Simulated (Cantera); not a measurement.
**Hydrogen reduction and annealing atmospheres: TiO2 + H2**

Charge: 1 mol TiO2, 54 mol H2, held at 39.0 Torr.

Cantera equilibrium calculation (NASA polynomials, part measured and part estimated; ideal gas, pure solids and liquids). Candidate condensed phases: H2O, Ti, TiO, TiO2, Ti2O3, Ti3O5, Ti4O7; 12 gas species. Mutual solubility and eutectic melting of coexisting phases are not modelled. Condensed phases not in the tables: Magnéli phases beyond Ti4O7. Rates play no part.

From 1148 K to 1298 K the condensed part is TiO2(rutile) + Ti4O7(s). From 1348 K to 1498 K the condensed part is Ti4O7(s). From 1548 K to 1648 K the condensed part is Ti3O5(s).

| T (K) | log p H2 | log p H2O | log p H | log p OH | n TiO2(rutile) | n Ti4O7(s) | n Ti3O5(s) |
|---|---|---|---|---|---|---|---|
| 1148 | -1.28 | -4.52 | -7.79 | -13.25 | 0.875 | 0.0313 | 0 |
| 1198 | -1.28 | -4.27 | -7.36 | -12.45 | 0.776 | 0.0561 | 0 |
| 1248 | -1.28 | -4.03 | -6.97 | -11.71 | 0.616 | 0.0961 | 0 |
| 1298 | -1.29 | -3.82 | -6.61 | -11.03 | 0.368 | 0.158 | 0 |
| 1348 | -1.29 | -3.62 | -6.28 | -10.40 | 0 | 0.250 | 0 |
| 1398 | -1.29 | -3.62 | -5.97 | -10.01 | 0 | 0.250 | 0 |
| 1448 | -1.29 | -3.62 | -5.68 | -9.63 | 0 | 0.250 | 0 |
| 1498 | -1.29 | -3.62 | -5.41 | -9.29 | 0 | 0.250 | 0 |
| 1548 | -1.29 | -3.49 | -5.15 | -8.84 | 0 | 0 | 0.333 |
| 1598 | -1.29 | -3.49 | -4.92 | -8.53 | 0 | 0 | 0.333 |
| 1648 | -1.29 | -3.49 | -4.69 | -8.25 | 0 | 0 | 0.333 |
log p: log10 of the partial pressure in bar; n: condensed amount in mol.
